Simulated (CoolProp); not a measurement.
R114 along the isobar 38.7 bar: density (kg/m³) from the reference equation and from simpler models built on Tc = 420.6 K, pc = 33.52 bar, ω = 0.252; each cubic takes its own stable root.

Values from CoolProp's reference Helmholtz-energy equation of state, Platzer 1990. This equation is an older, rougher fit; its heat capacities, sound speeds and derivatives of the liquid may be far off and weren't checked against measurements.

| T (K) | phase | reference |
|---|---|---|
| 388.6 | liquid | 1136 |
| 404.5 | liquid | 1036 |
| 420.5 | liquid | 868.9 |
| 436.4 | supercritical | 397.9 |
| 452.3 | supercritical | 296.5 |
| 468.2 | supercritical | 254.5 |
| 484.1 | supercritical | 228.3 |
| 500 | supercritical | 209.3 |

Q: How far does each simpler model (van der Waals, Redlich-Kwong, Soave-Redlich-Kwong, Peng-Robinson) lie from the reference over these 8 states: mean and median of the absolute difference, and the worst?

A: 
- van der Waals: mean 15.3 %, median 8.3 %, worst -32.8 % at 388.6 K and 38.7 bar
- Redlich-Kwong: mean 6.6 %, median 2.8 %, worst -14.6 % at 420.5 K and 38.7 bar
- Soave-Redlich-Kwong: mean 6.2 %, median 4.3 %, worst -14.5 % at 420.5 K and 38.7 bar
- Peng-Robinson: mean 2.1 %, median 1.9 %, worst -5.6 % at 420.5 K and 38.7 bar
